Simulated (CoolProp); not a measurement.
Computed with CoolProp (reference Helmholtz-energy equation of state, Lemmon 2006). It is a short technical equation, of lower accuracy than the large ones.

**Question.** For isohexane, give the phase and the Z, cp (kJ/(kg K)), speed of sound (m/s), fugacity coefficient at 445.1 K and 0.521 MPa; 472.8 K and 0.521 MPa.

**Answer.** 
- 445.1 K and 0.521 MPa: gas; Z 0.906, cp 2.42, speed of sound 193, fugacity coefficient 0.914
- 472.8 K and 0.521 MPa: gas; Z 0.925, cp 2.51, speed of sound 203, fugacity coefficient 0.930
